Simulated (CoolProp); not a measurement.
p-xylene along the isobar 4930 kPa: Z from the reference equation and from simpler models built on Tc = 616.2 K, pc = 3532 kPa, ω = 0.324; each cubic takes its own stable root.

The numbers come from the reference Helmholtz-energy equation of state, Zhou 2012 in CoolProp.

| T (K) | phase | reference |
|---|---|---|
| 464.6 | liquid | 0.1913 |
| 473 | liquid | 0.1903 |
| 481.4 | liquid | 0.1895 |
| 489.9 | liquid | 0.1888 |
| 498.3 | liquid | 0.1882 |
| 506.7 | liquid | 0.1879 |
| 515.2 | liquid | 0.1877 |
| 523.6 | liquid | 0.1878 |
| 532 | liquid | 0.1880 |
| 540.4 | liquid | 0.1886 |
| 548.9 | liquid | 0.1894 |

Problem. How far does each simpler model (van der Waals, Soave-Redlich-Kwong, Peng-Robinson) lie from the reference over these 11 states: mean and median of the absolute difference, and the worst?

Solution. 
- van der Waals: mean 66.8 %, median 67.0 %, worst +68.8 % at 464.6 K and 4930 kPa
- Soave-Redlich-Kwong: mean 15.8 %, median 15.6 %, worst +17.8 % at 548.9 K and 4930 kPa
- Peng-Robinson: mean 2.5 %, median 2.3 %, worst +4.5 % at 548.9 K and 4930 kPa
